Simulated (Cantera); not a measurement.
A perfectly stirred reactor is fed with H2 : O2 : N2 : NO = 1 : 0.278 : 1.04 : 0.0076 (molar parts), at 750 Torr; it is adiabatic with a 700 K inlet, and is followed from long to short residence time, starting on the burning branch (τ in s: 0.43, 0.16, 0.055, 0.02, 0.0071, 0.0025, 0.0009, 0.00032, 0.00012, 4.1e-05, 1.5e-05).

Detailed kinetics in Cantera: GRI-Mech 3.0 (53 species, 325 reactions). The mechanism lacks 2 NO + O2 → 2 NO2 and HONO, so NO2 and the effect of NO are under-described below about 1400 K.

x: mole fraction; the columns are a selection and need not sum to one.

| τ (s) | T (K) | x H2 | x O2 | x NO | x N2O | x HO2 | x NO2 |
|---|---|---|---|---|---|---|---|
| 0.43 | 2434 | 0.209 | 3.48e-5 | 0.000289 | 1.07e-8 | 2.88e-8 | [?] |
| 0.16 | 2431 | 0.209 | 3.95e-5 | 0.000391 | 1.32e-8 | 3.15e-8 | [?] |
| 0.055 | 2424 | 0.209 | 5.30e-5 | 0.000596 | 1.91e-8 | 3.97e-8 | [?] |
| 0.020 | 2407 | 0.209 | 8.50e-5 | 0.000921 | 2.84e-8 | 6.08e-8 | [?] |
| 0.0071 | 2372 | 0.207 | 0.000161 | 0.00143 | 3.78e-8 | 1.14e-7 | [?] |
| 0.0025 | 2309 | 0.204 | 0.000331 | 0.00211 | 4.13e-8 | 2.34e-7 | [?] |
| 0.00090 | 2214 | 0.199 | 0.000683 | 0.00279 | 3.87e-8 | 4.62e-7 | [?] |
| 0.00032 | 2079 | 0.192 | 0.00140 | 0.00324 | 3.54e-8 | 9.16e-7 | [?] |
| 0.00012 | 1919 | 0.183 | 0.00271 | 0.00341 | 3.59e-8 | 1.84e-6 | [?] |
| 4.1e-5 | 1717 | 0.176 | 0.00592 | 0.00344 | 4.27e-8 | 4.57e-6 | [?] |
| 1.5e-5 | 1507 | 0.187 | 0.0158 | 0.00341 | 6.28e-8 | 1.46e-5 | [?] |

### Question
Complete the blanks.

### Answer

- 0.43, x NO2: 3.38e-9
- 0.16, x NO2: 4.56e-9
- 0.055, x NO2: 6.89e-9
- 0.020, x NO2: 1.05e-8
- 0.0071, x NO2: 1.56e-8
- 0.0025, x NO2: 2.16e-8
- 0.00090, x NO2: 2.72e-8
- 0.00032, x NO2: 3.37e-8
- 0.00012, x NO2: 4.30e-8
- 4.1e-5, x NO2: 5.97e-8
- 1.5e-5, x NO2: 9.45e-8
